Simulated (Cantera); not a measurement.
# Low-pressure radical oxidation in H2/O2

A perfectly stirred reactor is fed with H₂ : O₂ = 0.0088 : 1 (molar parts), at 350 Pa; it is held at 1325 K, and followed from long to short residence time.

Computed with Cantera and GRI-Mech 3.0 (53 species, 325 reactions). Radical loss at walls, strong at low pressure, is not modelled.

```json
[
 {"τ (s)": "0.98", "x H₂": "5.82e-5", "x O₂": "0.984", "x H₂O₂": "3.20e-9", "x H": "0.000210", "x HO₂": "1.21e-7", "x O": "0.00656", "x H₂O": "0.00810"},
 {"τ (s)": "0.43", "x H₂": "9.54e-5", "x O₂": "0.984", "x H₂O₂": "3.45e-9", "x H": "0.000245", "x HO₂": "1.29e-7", "x O": "0.00708", "x H₂O": "0.00800"},
 {"τ (s)": "0.19", "x H₂": "0.000173", "x O₂": "0.983", "x H₂O₂": "3.85e-9", "x H": "0.000275", "x HO₂": "1.38e-7", "x O": "0.00725", "x H₂O": "0.00786"},
 {"τ (s)": "0.081", "x H₂": "0.000348", "x O₂": "0.983", "x H₂O₂": "4.62e-9", "x H": "0.000310", "x HO₂": "1.52e-7", "x O": "0.00713", "x H₂O": "0.00760"},
 {"τ (s)": "0.035", "x H₂": "0.000716", "x O₂": "0.984", "x H₂O₂": "5.86e-9", "x H": "0.000349", "x HO₂": "1.70e-7", "x O": "0.00668", "x H₂O": "0.00711"},
 {"τ (s)": "0.015", "x H₂": "0.00148", "x O₂": "0.984", "x H₂O₂": "7.43e-9", "x H": "0.000374", "x HO₂": "1.88e-7", "x O": "0.00581", "x H₂O": "0.00622"},
 {"τ (s)": "0.0067", "x H₂": "0.00291", "x O₂": "0.986", "x H₂O₂": "8.23e-9", "x H": "0.000342", "x HO₂": "1.96e-7", "x O": "0.00441", "x H₂O": "0.00477"}
]
```
x: mole fraction; the columns are a selection and need not sum to one.
